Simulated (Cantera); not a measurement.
FeS + H₂S + N₂ + SO₂ (roasting and sulfation)

Input: 1 mol FeS, 0.11 mol H₂S, 17 mol N₂, 3.2 mol SO₂, equilibrated at 0.150 bar.

These are equilibrium values from Cantera (NASA tables, ideal gas, pure condensed phases), not measurements of a reactor. Candidate condensed phases: Fe, FeO, Fe(OH)₂, Fe(OH)₃, FeS, FeSO₄, FeS₂, Fe₂O₃, Fe₂(SO₄)₃, Fe₃O₄, H₂O, H₂SO₄, S; 38 gas species. Metal and sulfide melt together well below either melting point, which pure phases cannot show. Mutual solubility and eutectic melting of coexisting phases are not modelled. The tables' stoichiometric FeO is somewhat more stable than real wüstite, so its field is too wide. FeO, FeS: taken at fixed stoichiometry. Gases not in the tables: S₃ to S₇. Rates play no part.

```json
[
 {"T (°C)": "500", "x N₂": "0.848", "x SO₂": "0.146", "x S₂": "0.000753", "x SO": "9.13e-8", "x H₂O": "0.00545", "n FeS₂(s)": "0.674", "n Fe₃O₄(s)": "0.109", "n FeS(s)": "0", "n FeO(s)": "0", "n FeO(l)": "0"},
 {"T (°C)": "600", "x N₂": "0.836", "x SO₂": "0.154", "x S₂": "0.00406", "x SO": "1.25e-6", "x H₂O": "0.00532", "n FeS₂(s)": "0", "n Fe₃O₄(s)": "0.00204", "n FeS(s)": "0.994", "n FeO(s)": "0", "n FeO(l)": "0"},
 {"T (°C)": "700", "x N₂": "0.835", "x SO₂": "0.152", "x S₂": "0.00695", "x SO": "7.94e-6", "x H₂O": "0.00530", "n FeS₂(s)": "0", "n Fe₃O₄(s)": "0.0263", "n FeS(s)": "0.921", "n FeO(s)": "0", "n FeO(l)": "0"},
 {"T (°C)": "800", "x N₂": "0.835", "x SO₂": "0.149", "x S₂": "0.0108", "x SO": "3.56e-5", "x H₂O": "0.00527", "n FeS₂(s)": "0", "n Fe₃O₄(s)": "0.0583", "n FeS(s)": "0.825", "n FeO(s)": "0", "n FeO(l)": "0"},
 {"T (°C)": "900", "x N₂": "0.834", "x SO₂": "0.144", "x S₂": "0.0154", "x SO": "0.000123", "x H₂O": "0.00522", "n FeS₂(s)": "0", "n Fe₃O₄(s)": "0.0972", "n FeS(s)": "0.708", "n FeO(s)": "0", "n FeO(l)": "0"},
 {"T (°C)": "1000", "x N₂": "0.833", "x SO₂": "0.140", "x S₂": "0.0207", "x SO": "0.000345", "x H₂O": "0.00513", "n FeS₂(s)": "0", "n Fe₃O₄(s)": "0.142", "n FeS(s)": "0.575", "n FeO(s)": "0", "n FeO(l)": "0"},
 {"T (°C)": "1100", "x N₂": "0.827", "x SO₂": "0.131", "x S₂": "0.0345", "x SO": "0.000877", "x H₂O": "0.00494", "n FeS₂(s)": "0", "n Fe₃O₄(s)": "0", "n FeS(s)": "0.134", "n FeO(s)": "0.866", "n FeO(l)": "0"},
 {"T (°C)": "1200", "x N₂": "0.825", "x SO₂": "0.127", "x S₂": "0.0390", "x SO": "0.00183", "x H₂O": "0.00479", "n FeS₂(s)": "0", "n Fe₃O₄(s)": "0", "n FeS(s)": "0", "n FeO(s)": "1.000", "n FeO(l)": "0"},
 {"T (°C)": "1300", "x N₂": "0.825", "x SO₂": "0.127", "x S₂": "0.0385", "x SO": "0.00342", "x H₂O": "0.00462", "n FeS₂(s)": "0", "n Fe₃O₄(s)": "0", "n FeS(s)": "0", "n FeO(s)": "1.000", "n FeO(l)": "0"},
 {"T (°C)": "1400", "x N₂": "0.825", "x SO₂": "0.125", "x S₂": "0.0378", "x SO": "0.00589", "x H₂O": "0.00442", "n FeS₂(s)": "0", "n Fe₃O₄(s)": "0", "n FeS(s)": "0", "n FeO(s)": "0", "n FeO(l)": "1.000"},
 {"T (°C)": "1500", "x N₂": "0.824", "x SO₂": "0.124", "x S₂": "0.0367", "x SO": "0.00949", "x H₂O": "0.00419", "n FeS₂(s)": "0", "n Fe₃O₄(s)": "0", "n FeS(s)": "0", "n FeO(s)": "0", "n FeO(l)": "1.000"},
 {"T (°C)": "1600", "x N₂": "0.822", "x SO₂": "0.121", "x S₂": "0.0352", "x SO": "0.0144", "x H₂O": "0.00393", "n FeS₂(s)": "0", "n Fe₃O₄(s)": "0", "n FeS(s)": "0", "n FeO(s)": "0", "n FeO(l)": "0.998"}
]
```
x: gas mole fraction; n: condensed amount in mol.

At 500 °C the condensed part is FeS₂(s) + Fe₃O₄(s). From 600 °C to 1000 °C the condensed part is FeS(s) + Fe₃O₄(s). At 1100 °C the condensed part is FeO(s) + FeS(s). From 1200 °C to 1300 °C the condensed part is FeO(s). From 1400 °C to 1600 °C the condensed part is FeO(l).
